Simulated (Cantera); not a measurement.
Ignition delay

Mixture: C₃H₈ : O₂ : N₂ = 1 : 2.78 : 15 (molar parts), equivalence ratio 1.8, at 41000 Pa, adiabatic and at constant volume. Ignition delay is the time to a rise of 400 K.

Model: GRI-Mech 3.0 (53 species, 325 reactions), integrated in Cantera. GRI-Mech 3.0 was tuned for natural gas; its chemistry of propane as a main component is partial and can be far from experiment.

| T0 (K) | delay (ms) |
|---|---|
| 1248 | 4.42 |
| 1323 | 1.30 |
| 1398 | 0.485 |
| 1473 | 0.220 |
| 1548 | 0.117 |
| 1623 | 0.0708 |
| 1698 | 0.0471 |
| 1773 | 0.0337 |

```yaml
apparent activation energy between 1623 and 1773 K: 120 kJ/mol
```
